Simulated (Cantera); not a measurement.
Thermodynamics of carbon deposition, reforming and gasification, feed CO + CO₂ + N₂ + O₂

Charge: 1 mol CO, 0.31 mol CO₂, 3.8 mol N₂, 0.02 mol O₂, at 550 K and 1330 Pa.

These are equilibrium values from Cantera (NASA tables, ideal gas, pure condensed phases), not measurements of a reactor. Candidate condensed phases: C; 24 gas species. The numbers say what is thermodynamically allowed, not how fast it happens.

```
Quantity            Value
--------------  ---------
x(N₂)               0.820
x(CO₂)              0.179
x(CO)            0.000992
n(C(graphite))  0.478 mol
gas amount      4.632 mol
```
